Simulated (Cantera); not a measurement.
**Thermodynamics of silicon etching in halogen gases, feed Si + Br2 + N2**

Charge: 1 mol Si, 1.1 mol Br2, 16 mol N2, held at 927 °C.

Method: chemical equilibrium by Gibbs-energy minimisation in Cantera with the NASA 1993 tables (ideal gas, pure condensed phases). Candidate condensed phases: Br2, Si, Si3N4; 13 gas species. N2 is the only nitrogen source here; it is nearly inert below about 1500 K, so the nitride shown seldom forms there in practice. The tables' values for SiBr3 are old estimates; treat these amounts as uncertain. Equilibrium is a limit: real reactors are often held back by kinetics, nucleation or transport.

From 0.00750 Torr to 750 Torr the condensed part is Si3N4(s). The main Si-bearing gas is SiBr2 at 0.00750 Torr and SiBr4 at 750 Torr.

```csv
P (Pa),log p N2,log p SiBr2,log p SiBr4,log p Br,log p SiBr3,log p Br2,log p SiBr,n Si3N4(s)
1,-5.04,-6.33,-8.09,-6.53,-8.13,-10.28,-10.95,0.0589
3.60,-4.48,-5.84,-6.72,-6.09,-7.20,-9.41,-10.89,0.0654
13,-3.91,-5.51,-5.69,-5.74,-6.52,-8.71,-10.92,0.100
46,-3.36,-5.32,-4.94,-5.46,-6.05,-8.15,-11.01,0.129
170,-2.79,-5.19,-4.29,-5.20,-5.66,-7.64,-11.13,0.143
600,-2.24,-5.08,-3.72,-4.97,-5.32,-7.16,-11.26,0.148
2200,-1.67,-4.98,-3.14,-4.73,-4.98,-6.69,-11.40,0.149
7700,-1.13,-4.89,-2.59,-4.50,-4.66,-6.23,-11.53,0.150
28000,-0.57,-4.79,-2.03,-4.27,-4.33,-5.76,-11.67,0.150
100000,-0.01,-4.70,-1.47,-4.04,-4.00,-5.30,-11.81,0.150
```
log p: log10 of the partial pressure in bar; n: condensed amount in mol.
